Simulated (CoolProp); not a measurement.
Vapour-liquid equilibrium of n-octane (1) + p-xylene (2) at 14.9 kPa; x and y are mole fractions of (1).

The numbers come from the multi-fluid Helmholtz-energy mixture model, Beckmüller 2019 and Zhou 2012; pair parameters Bell 2016 in CoolProp.

```json
[
 {"x": "0.05", "bubble temperature (°C)": "77.5", "y at the bubble point": "0.093", "dew temperature at overall composition x (°C)": "78.1", "liquid density (mol/L)": "___"},
 {"x": "0.15", "bubble temperature (°C)": "75.5", "y at the bubble point": "0.244", "dew temperature at overall composition x (°C)": "76.8", "liquid density (mol/L)": "7.295"},
 {"x": "0.25", "bubble temperature (°C)": "74.0", "y at the bubble point": "0.363", "dew temperature at overall composition x (°C)": "75.4", "liquid density (mol/L)": "7.087"},
 {"x": "0.35", "bubble temperature (°C)": "72.8", "y at the bubble point": "0.463", "dew temperature at overall composition x (°C)": "74.1", "liquid density (mol/L)": "6.888"},
 {"x": "0.45", "bubble temperature (°C)": "71.8", "y at the bubble point": "0.553", "dew temperature at overall composition x (°C)": "72.9", "liquid density (mol/L)": "___"},
 {"x": "0.55", "bubble temperature (°C)": "70.9", "y at the bubble point": "0.636", "dew temperature at overall composition x (°C)": "71.8", "liquid density (mol/L)": "6.517"},
 {"x": "0.65", "bubble temperature (°C)": "70.2", "y at the bubble point": "0.716", "dew temperature at overall composition x (°C)": "70.8", "liquid density (mol/L)": "6.345"},
 {"x": "0.75", "bubble temperature (°C)": "69.6", "y at the bubble point": "0.796", "dew temperature at overall composition x (°C)": "69.9", "liquid density (mol/L)": "6.180"},
 {"x": "0.85", "bubble temperature (°C)": "69.1", "y at the bubble point": "0.876", "dew temperature at overall composition x (°C)": "69.2", "liquid density (mol/L)": "6.023"},
 {"x": "0.95", "bubble temperature (°C)": "68.6", "y at the bubble point": "0.958", "dew temperature at overall composition x (°C)": "___", "liquid density (mol/L)": "5.873"}
]
```

Fill in the missing entries.


- 0.05, liquid density (mol/L): 7.511
- 0.45, liquid density (mol/L): 6.698
- 0.95, dew temperature at overall composition x (°C): 68.7

No azeotrope shows between x = 0.05 and 0.95.

The pair parameters rest on a limited set of measurements; away from them the model extrapolates.
